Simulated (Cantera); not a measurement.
An adiabatic, constant-volume homogeneous reactor starts with CH4 : H2 : O2 : N2 = 1 : 0.3 : 1.79 : 6.74 (molar parts), equivalence ratio 1.2, at 1398 K and 0.434 atm. Integrator tolerance rtol = 1e-08.

Cantera simulation using GRI-Mech 3.0 (53 species, 325 reactions); the numbers are that mechanism's predictions, not measurements.

What does this change do: pressure from 0.434 atm to 0.987 atm?


```csv
quantity,before,after
time of steepest temperature rise,1.56 ms,0.843 ms
temperature at 3.00 s,2840 K,2914 K
equilibrium temperature,2840 K,2914 K
x(CH4) at 3.00 s,<1e-12 (gas-phase equilibrium <1e-12),<1e-12 (gas-phase equilibrium <1e-12)
x(H2) at 3.00 s,0.0415 (gas-phase equilibrium 0.0415),0.0399 (gas-phase equilibrium 0.0399)
x(O2) at 3.00 s,0.00984 (gas-phase equilibrium 0.00984),0.00846 (gas-phase equilibrium 0.00846)
x(CO2) at 3.00 s,0.0334 (gas-phase equilibrium 0.0334),0.0347 (gas-phase equilibrium 0.0347)
x(HCO) at 3.00 s,1.06e-7 (gas-phase equilibrium 1.06e-7),1.85e-7 (gas-phase equilibrium 1.85e-7)
x(OH) at 3.00 s,0.0218 (gas-phase equilibrium 0.0218),0.0206 (gas-phase equilibrium 0.0206)
x(NO) at 3.00 s,0.00761 (gas-phase equilibrium 0.00761),0.00781 (gas-phase equilibrium 0.00781)
```
